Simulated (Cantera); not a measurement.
**Si + HCl (silicon etching in halogen gases)**

A closed system holds: 1 mol Si, 8.8 mol HCl, held at 3.30 Pa.

Method: chemical equilibrium by Gibbs-energy minimisation in Cantera with the NASA 1993 tables (ideal gas, pure condensed phases). Candidate condensed phases: Si; 19 gas species. The tables' values for SiCl3 are old estimates; treat these amounts as uncertain. The numbers say what is thermodynamically allowed, not how fast it happens.

```json
[
 {"T (K)": "923", "x HCl": "0.616", "x H2": "0.256", "x SiCl4": "0.128", "x SiCl2": "4.71e-5", "x SiCl3": "0.000386"},
 {"T (K)": "948", "x HCl": "0.616", "x H2": "0.256", "x SiCl4": "0.127", "x SiCl2": "0.000131", "x SiCl3": "0.000702"},
 {"T (K)": "973", "x HCl": "0.617", "x H2": "0.255", "x SiCl4": "0.126", "x SiCl2": "0.000344", "x SiCl3": "0.00123"},
 {"T (K)": "998", "x HCl": "0.618", "x H2": "0.254", "x SiCl4": "0.125", "x SiCl2": "0.000849", "x SiCl3": "0.00208"},
 {"T (K)": "1023", "x HCl": "0.621", "x H2": "0.251", "x SiCl4": "0.122", "x SiCl2": "0.00197", "x SiCl3": "0.00337"},
 {"T (K)": "1048", "x HCl": "0.625", "x H2": "0.247", "x SiCl4": "0.117", "x SiCl2": "0.00424", "x SiCl3": "0.00521"},
 {"T (K)": "1073", "x HCl": "0.633", "x H2": "0.241", "x SiCl4": "0.110", "x SiCl2": "0.00837", "x SiCl3": "0.00759"},
 {"T (K)": "1098", "x HCl": "0.644", "x H2": "0.231", "x SiCl4": "0.0998", "x SiCl2": "0.0150", "x SiCl3": "0.0103"},
 {"T (K)": "1123", "x HCl": "0.658", "x H2": "0.217", "x SiCl4": "0.0866", "x SiCl2": "0.0242", "x SiCl3": "0.0130"},
 {"T (K)": "1148", "x HCl": "0.675", "x H2": "0.202", "x SiCl4": "0.0717", "x SiCl2": "0.0354", "x SiCl3": "0.0152"}
]
```
x: gas mole fraction; nothing condenses.

From 923 K to 1148 K nothing is condensed. The main Si-bearing gas is SiCl4 throughout.
